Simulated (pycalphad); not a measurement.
Source of the numbers: pycalphad with the COST 507 light-alloy database (1999); pressure 1 atm. These are 1990s assessments: newer ones move some temperatures and phases.

### Question
Which phases does Mg-64 at.% Zn hold at 657 K, with what compositions and amounts?

### Answer
MG2ZN3 with 60.0 at.% Zn and LAVES_C14 with 66.3 at.% Zn. The lever rule gives (64 − 60.0)/(66.3 − 60.0) = 0.64 of LAVES_C14 and 0.36 of MG2ZN3.

### Question
Which phases does Mg-10 at.% Zn hold at 803 K, with what compositions and amounts?

### Answer
HCP_A3 with 1.2 at.% Zn and LIQUID with 13.6 at.% Zn. The lever rule gives (10 − 1.2)/(13.6 − 1.2) = 0.71 of LIQUID and 0.29 of HCP_A3.

### Question
Which phases does Mg-11 at.% Zn hold at 737 K, with what compositions and amounts?

### Answer
HCP_A3 with 1.9 at.% Zn and LIQUID with 19.8 at.% Zn. The lever rule gives (11 − 1.9)/(19.8 − 1.9) = 0.51 of LIQUID and 0.49 of HCP_A3.

### Question
Which phases does Mg-17 at.% Zn hold at 497 K, with what compositions and amounts?

### Answer
HCP_A3 with 1.4 at.% Zn and MGZN with 52.0 at.% Zn. The lever rule gives (17 − 1.4)/(52.0 − 1.4) = 0.31 of MGZN and 0.69 of HCP_A3.

Database names, with the compositions (at.%) that they take in these runs: LAVES_C14: Zn 66 Mg 33; MG2ZN3: Zn 60 Mg 40; MGZN: Zn 52 Mg 48. HCP_A3 is hcp.
